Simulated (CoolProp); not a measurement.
Vapour-liquid equilibrium of ethane (1) + hydrogen chloride (2) at 387 kPa; x and y are mole fractions of (1).

Computed with CoolProp (multi-fluid Helmholtz-energy mixture model, Bücker 2006 and Thol 2018; pair parameters Bell 2016).

```json
[
 {"x": "0.05", "bubble temperature, mixture model (K)": "[?]", "bubble temperature, Raoult's law (K)": "215.5", "y, mixture model": "0.167", "y, Raoult's law": "0.054"},
 {"x": "0.2", "bubble temperature, mixture model (K)": "207.7", "bubble temperature, Raoult's law (K)": "215.2", "y, mixture model": "0.381", "y, Raoult's law": "0.212"},
 {"x": "0.35", "bubble temperature, mixture model (K)": "206.4", "bubble temperature, Raoult's law (K)": "214.9", "y, mixture model": "0.459", "y, Raoult's law": "0.367"},
 {"x": "0.5", "bubble temperature, mixture model (K)": "206.1", "bubble temperature, Raoult's law (K)": "214.7", "y, mixture model": "[?]", "y, Raoult's law": "0.519"},
 {"x": "0.65", "bubble temperature, mixture model (K)": "206.4", "bubble temperature, Raoult's law (K)": "214.4", "y, mixture model": "[?]", "y, Raoult's law": "0.667"},
 {"x": "0.8", "bubble temperature, mixture model (K)": "207.7", "bubble temperature, Raoult's law (K)": "214.1", "y, mixture model": "[?]", "y, Raoult's law": "0.812"},
 {"x": "0.95", "bubble temperature, mixture model (K)": "211.4", "bubble temperature, Raoult's law (K)": "213.8", "y, mixture model": "0.877", "y, Raoult's law": "0.954"}
]
```

### Question
Some entries are withheld; supply them.

### Answer

- 0.05, bubble temperature, mixture model (K): 212.2
- 0.5, y, mixture model: 0.509
- 0.65, y, mixture model: 0.568
- 0.8, y, mixture model: 0.668

The largest gap from Raoult's law is -8.6 K in bubble temperature, at x = 0.5. y crosses x between x = 0.5 and 0.65: the model has an azeotrope there.

Pair parameters are fitted to limited data, so mixtures are less certain than the pure fluids.
